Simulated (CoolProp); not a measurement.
Computed with CoolProp (reference Helmholtz-energy equation of state, Lemmon 2006). It is a short technical equation, of lower accuracy than the large ones.

Question: For nitrous oxide, give the phase and the cp (kJ/(kg K)) at 259.2 K and 214 kPa.

Answer: 
- 259.2 K and 214 kPa: gas; cp 0.857
